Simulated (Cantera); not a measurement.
Cantera run:

```python
import numpy as np
import cantera as ct

gas_names = """
    CL2 LiCL FeCL3 SiCL2 BCL3
""".split()
cond_names = """
    AL(cr) AL(L) ALCL3(s) ALCL3(L) Cs(cr) Cs(L) CsCL(a) CsCL(b) CsCL(L) Li(cr) Li(L) Fe(a) Fe(c) Fe(d)
    Fe(L) Si(cr) Si(L) B(b) B(L)
""".split()


# ... load() reads the species with a 1 bar reference pressure and builds the phases ...
species = {s.name: s for s in load("nasa_gas.yaml", gas_names) + load("nasa_condensed.yaml", cond_names)}
# Each term lists the table entries of one substance; the one whose range holds T is used.
reactions = {
    '0.6667 Al + Cl2(g) = 0.6667 AlCl3':
        [(-0.6666666666666666, ['AL(cr)', 'AL(L)']), (-1, ['CL2']), (0.6666666666666666, ['ALCL3(s)', 'ALCL3(L)'])],
    '2 Cs + Cl2(g) = 2 CsCl':
        [(-2, ['Cs(cr)', 'Cs(L)']), (-1, ['CL2']), (2, ['CsCL(a)', 'CsCL(b)', 'CsCL(L)'])],
    '2 Li + Cl2(g) = 2 LiCl(g)':
        [(-2, ['Li(cr)', 'Li(L)']), (-1, ['CL2']), (2, ['LiCL'])],
    '0.6667 Fe + Cl2(g) = 0.6667 FeCl3(g)':
        [(-0.6666666666666666, ['Fe(a)', 'Fe(c)', 'Fe(d)', 'Fe(L)']), (-1, ['CL2']), (0.6666666666666666, ['FeCL3'])],
    'Si + Cl2(g) = SiCl2(g)':
        [(-1, ['Si(cr)', 'Si(L)']), (-1, ['CL2']), (1, ['SiCL2'])],
    '0.6667 B + Cl2(g) = 0.6667 BCl3(g)':
        [(-0.6666666666666666, ['B(b)', 'B(L)']), (-1, ['CL2']), (0.6666666666666666, ['BCL3'])],
}


def pick(names, T):
    return next(species[n] for n in names if species[n].thermo.min_temp <= T <= species[n].thermo.max_temp)


results = []
for label, terms in reactions.items():
    print(label)
    print("     T/K   dH/kJ  dS/(J/K)   dG/kJ   log10 K")
    for T in [300, 423, 448, 473, 498, 523, 548, 573]:
        used = [(nu, pick(names, T)) for nu, names in terms]
        dH = sum(nu * s.thermo.h(T) for nu, s in used) / 1e6
        dS = sum(nu * s.thermo.s(T) for nu, s in used) / 1e3
        dG = dH - T * dS / 1e3
        logK = -dG * 1e6 / (ct.gas_constant * T * np.log(10))
        results.append((label, T, dH, dS, dG, logK, [s.name for _, s in used]))
        print(f"{T:8g} {dH:8.1f} {dS:8.1f} {dG:8.1f} {logK:8.2f}")
```

Output:

```
0.6667 Al + Cl2(g) = 0.6667 AlCl3
     T/K   dH/kJ  dS/(J/K)   dG/kJ   log10 K
     300   -470.4   -169.0   -419.7    73.07
     423   -468.8   -164.7   -399.2    49.29
     448   -468.4   -163.8   -395.1    46.06
     473   -444.4   -112.1   -391.4    43.22
     498   -443.6   -110.5   -388.6    40.76
     523   -442.9   -109.1   -385.8    38.53
     548   -442.1   -107.7   -383.1    36.52
     573   -441.4   -106.4   -380.4    34.68
2 Cs + Cl2(g) = 2 CsCl
     T/K   dH/kJ  dS/(J/K)   dG/kJ   log10 K
     300   -885.7   -191.1   -828.3   144.22
     423   -888.8   -202.2   -803.3    99.19
     448   -888.6   -201.6   -798.3    93.07
     473   -888.2   -200.8   -793.2    87.60
     498   -887.8   -200.1   -788.2    82.67
     523   -887.4   -199.3   -783.2    78.22
     548   -887.0   -198.4   -778.2    74.18
     573   -886.5   -197.6   -773.3    70.49
2 Li + Cl2(g) = 2 LiCl(g)
     T/K   dH/kJ  dS/(J/K)   dG/kJ   log10 K
     300   -391.5    144.4   -434.8    75.70
     423   -393.8    137.8   -452.1    55.83
     448   -394.4    136.5   -455.6    53.12
     473   -401.0    121.9   -458.7    50.66
     498   -401.7    120.6   -461.7    48.43
     523   -402.3    119.4   -464.7    46.42
     548   -402.9    118.3   -467.7    44.58
     573   -403.5    117.2   -470.7    42.90
0.6667 Fe + Cl2(g) = 0.6667 FeCl3(g)
     T/K   dH/kJ  dS/(J/K)   dG/kJ   log10 K
     300   -168.7    -11.8   -165.2    28.76
     423   -168.7    -11.8   -163.8    20.22
     448   -168.8    -11.8   -163.5    19.06
     473   -168.8    -11.9   -163.2    18.02
     498   -168.9    -12.0   -162.9    17.08
     523   -168.9    -12.1   -162.6    16.24
     548   -169.0    -12.2   -162.3    15.47
     573   -169.0    -12.4   -162.0    14.76
Si + Cl2(g) = SiCl2(g)
     T/K   dH/kJ  dS/(J/K)   dG/kJ   log10 K
     300   -168.6     39.4   -180.5    31.42
     423   -169.0     38.3   -185.2    22.87
     448   -169.1     38.1   -186.2    21.71
     473   -169.2     37.9   -187.1    20.67
     498   -169.3     37.6   -188.1    19.73
     523   -169.5     37.4   -189.0    18.88
     548   -169.6     37.2   -190.0    18.11
     573   -169.7     37.0   -190.9    17.40
0.6667 B + Cl2(g) = 0.6667 BCl3(g)
     T/K   dH/kJ  dS/(J/K)   dG/kJ   log10 K
     300   -268.6    -33.5   -258.6    45.02
     423   -268.6    -33.5   -254.5    31.42
     448   -268.6    -33.5   -253.6    29.57
     473   -268.6    -33.6   -252.8    27.91
     498   -268.7    -33.6   -251.9    26.42
     523   -268.7    -33.6   -251.1    25.08
     548   -268.7    -33.6   -250.3    23.85
     573   -268.7    -33.6   -249.4    22.74
```

Source: NASA polynomial tables (part measured, part estimated), evaluated in Cantera. Condensed species are held in their standard states even where they would react or evaporate.
